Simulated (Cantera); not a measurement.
An isothermal, constant-pressure homogeneous reactor starts with 35.7 % NH3, 64.3 % H2, at 1675 K and 0.0178 atm.

Computed with Cantera and the gas-phase N/H chemistry of the illustrative SiF4/NH3 mechanism in the Surface Chemkin manual (1991). Walls and surfaces, which speed up NH3 decomposition in real reactors, are not modelled.

x: mole fraction; the columns are a selection and need not sum to one.

| t (s) | x NH3 | x H2 | x NH2 | x N2 | x N2H4 |
|---|---|---|---|---|---|
| 3.00e-6 | 0.357 | 0.643 | (withheld) | <1e-12 | <1e-12 |
| 1.25e-5 | 0.357 | 0.643 | (withheld) | <1e-12 | <1e-12 |
| 5.22e-5 | 0.357 | 0.643 | (withheld) | <1e-12 | <1e-12 |
| 0.000218 | 0.357 | 0.643 | (withheld) | <1e-12 | <1e-12 |
| 0.000909 | 0.357 | 0.643 | (withheld) | 6.73e-12 | <1e-12 |
| 0.00379 | 0.357 | 0.643 | (withheld) | 1.18e-9 | 3.64e-12 |
| 0.0158 | 0.357 | 0.643 | (withheld) | 1.17e-7 | 6.48e-11 |
| 0.0660 | 0.357 | 0.643 | (withheld) | 1.11e-5 | 1.07e-9 |
| 0.275 | 0.356 | 0.644 | 0.000142 | 0.000447 | 4.03e-9 |
| 1.15 | 0.349 | 0.648 | 0.000141 | 0.00281 | 3.96e-9 |
| 4.79 | 0.324 | 0.663 | 0.000134 | 0.0121 | 3.58e-9 |
| 20.0 | 0.243 | 0.715 | (withheld) | 0.0420 | 2.41e-9 |

Problem. Some entries are withheld; supply them.

Solution. 
- 3.00e-6, x NH2: 3.01e-9
- 1.25e-5, x NH2: 1.32e-8
- 5.22e-5, x NH2: 5.83e-8
- 0.000218, x NH2: 2.48e-7
- 0.000909, x NH2: 1.04e-6
- 0.00379, x NH2: 4.33e-6
- 0.0158, x NH2: 1.80e-5
- 0.0660, x NH2: 7.30e-5
- 20.0, x NH2: 0.000110
